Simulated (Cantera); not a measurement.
Ammonia decomposition in nitride growth gas

A perfectly stirred reactor is fed with NH₃ : N₂ = 1 : 2.4 (molar parts), at 2800 Pa; it is held at 2325 K, and followed from long to short residence time.

Detailed kinetics in Cantera: the gas-phase N/H chemistry of the illustrative SiF4/NH3 mechanism in the Surface Chemkin manual (1991). Walls and surfaces, which speed up NH3 decomposition in real reactors, are not modelled.

```json
[
 {"τ (s)": "7.1", "x NH₃": "0.000367", "x N₂H₄": "1.45e-12", "x H": "0.00942", "x N₂H₂": "1.30e-8", "x NH": "1.93e-5", "x NH₂": "3.27e-5", "x N": "2.37e-5"},
 {"τ (s)": "2.4", "x NH₃": "0.00446", "x N₂H₄": "2.48e-11", "x H": "0.00319", "x N₂H₂": "8.84e-8", "x NH": "2.68e-5", "x NH₂": "0.000135", "x N": "1.10e-5"},
 {"τ (s)": "0.83", "x NH₃": "0.0156", "x N₂H₄": "1.27e-10", "x H": "0.00198", "x N₂H₂": "3.03e-7", "x NH": "3.82e-5", "x NH₂": "0.000305", "x N": "9.98e-6"},
 {"τ (s)": "0.29", "x NH₃": "0.0414", "x N₂H₄": "4.92e-10", "x H": "0.00134", "x N₂H₂": "8.90e-7", "x NH": "5.36e-5", "x NH₂": "0.000601", "x N": "1.01e-5"},
 {"τ (s)": "0.098", "x NH₃": "0.0941", "x N₂H₄": "1.62e-9", "x H": "0.000849", "x N₂H₂": "2.31e-6", "x NH": "7.10e-5", "x NH₂": "0.00109", "x N": "9.90e-6"},
 {"τ (s)": "0.034", "x NH₃": "0.168", "x N₂H₄": "3.97e-9", "x H": "0.000476", "x N₂H₂": "4.58e-6", "x NH": "8.17e-5", "x NH₂": "0.00171", "x N": "8.50e-6"},
 {"τ (s)": "0.012", "x NH₃": "0.233", "x N₂H₄": "7.39e-9", "x H": "0.000232", "x N₂H₂": "6.69e-6", "x NH": "7.79e-5", "x NH₂": "0.00233", "x N": "5.48e-6"},
 {"τ (s)": "0.0040", "x NH₃": "0.271", "x N₂H₄": "1.07e-8", "x H": "9.21e-5", "x N₂H₂": "7.13e-6", "x NH": "5.91e-5", "x NH₂": "0.00280", "x N": "2.09e-6"},
 {"τ (s)": "0.0014", "x NH₃": "0.287", "x N₂H₄": "9.29e-9", "x H": "3.03e-5", "x N₂H₂": "4.85e-6", "x NH": "3.64e-5", "x NH₂": "0.00261", "x N": "5.28e-7"},
 {"τ (s)": "0.00047", "x NH₃": "0.292", "x N₂H₄": "3.06e-9", "x H": "9.17e-6", "x N₂H₂": "1.33e-6", "x NH": "1.46e-5", "x NH₂": "0.00150", "x N": "1.06e-7"},
 {"τ (s)": "0.00016", "x NH₃": "0.293", "x N₂H₄": "4.34e-10", "x H": "5.70e-6", "x N₂H₂": "1.45e-7", "x NH": "2.94e-6", "x NH₂": "0.000565", "x N": "1.98e-8"}
]
```
x: mole fraction; the columns are a selection and need not sum to one.
